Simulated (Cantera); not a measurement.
An adiabatic, constant-pressure homogeneous reactor starts with 11.2 % CH4, 18.7 % O2, 70.1 % N2, at 1750 K and 1.00 bar.

Computed with Cantera and GRI-Mech 3.0 (53 species, 325 reactions).

### Question
Predict: time of steepest temperature rise; temperature at 1.00 s; equilibrium temperature; x(O2) at 1.00 s; x(NO) at 1.00 s; x(CH2O) at 1.00 s; x(HCN) at 1.00 s.

### Answer
```
Item                                                                 Value
---------------------------------  ---------------------------------------
time of steepest temperature rise                                 0.160 ms
temperature at 1.00 s                                               2844 K
equilibrium temperature                                             2844 K
x(O2) at 1.00 s                      0.0103 (gas-phase equilibrium 0.0103)
x(NO) at 1.00 s                    0.00785 (gas-phase equilibrium 0.00785)
x(CH2O) at 1.00 s                  1.02e-9 (gas-phase equilibrium 1.02e-9)
x(HCN) at 1.00 s                   5.49e-9 (gas-phase equilibrium 5.49e-9)
```
